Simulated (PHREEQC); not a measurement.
A solution holds 0.71 mol Na2CO3 and 0.3 mol Na2SO4 per kg of water, at 25 °C. Closed to the air; pH follows from the charge balance.

The numbers come from PHREEQC with the Pitzer model, pitzer.dat.

**Question.** The ionic strength comes out as 3.02 mol/kgw. What activity coefficients do CO3-2, HCO3-, Na+, OH-, SO4-2 get?

**Answer.** CO3-2 0.058, HCO3- 0.37, Na+ 0.45, OH- 0.66, SO4-2 0.043. Single-ion values are on the MacInnes scale.

No solid was allowed to form. In brines, pH and single-ion activities rest on the MacInnes convention.
